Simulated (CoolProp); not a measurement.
Vapour-liquid equilibrium of R143a (1) + R134a (2) at 262.7 K; x and y are mole fractions of (1).

Values from CoolProp's multi-fluid Helmholtz-energy mixture model, Lemmon and Jacobsen 2000 and Tillner-Roth 1994; pair parameters Lemmon 2004.

| x | bubble pressure, mixture model (bar) | bubble pressure, Raoult's law (bar) | y, mixture model | y, Raoult's law |
|---|---|---|---|---|
| 0.05 | 2.089 | 2.093 | 0.100 | 0.105 |
| 0.15 | 2.327 | 2.337 | 0.270 | 0.283 |
| 0.25 | 2.566 | 2.582 | 0.410 | 0.428 |
| 0.35 | 2.807 | 2.826 | 0.528 | 0.547 |
| 0.45 | 3.049 | 3.070 | 0.628 | 0.647 |
| 0.55 | 3.293 | 3.315 | 0.715 | 0.732 |
| 0.65 | 3.538 | 3.559 | 0.791 | 0.806 |
| 0.75 | 3.786 | 3.804 | 0.859 | 0.870 |
| 0.85 | 4.035 | 4.048 | 0.919 | 0.927 |
| 0.95 | 4.287 | 4.293 | 0.974 | 0.977 |

The largest gap from Raoult's law is -0.7 % in bubble pressure, at x = 0.45. No azeotrope shows between x = 0.05 and 0.95.

The pair parameters rest on a limited set of measurements; away from them the model extrapolates.
